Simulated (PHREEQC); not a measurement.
Consider water at 25 °C with 0.0011 mol HCl, 0.00023 mol LiCl and 0.021 mol NiSO4 per kg of water. Closed to the air; pH follows from the charge balance.

The numbers come from PHREEQC with the ion-association model, wateq4f.dat.

```json
[
 {"quantity": "pH", "before": "3.24", "after": "3.29"},
 {"quantity": "ionic strength (mol/kgw)", "before": "0.0561", "after": "0.0795"}
]
```

### Question
Which change was made?
A) NiSO4 from 0.021 to 0.0315 mol/kgw
B) LiCl left out
C) NiSO4 left out
D) diluted 10-fold with water

### Answer
A, NiSO4 from 0.021 to 0.0315 mol/kgw

This is a speciation only: nothing precipitates in the calculation.
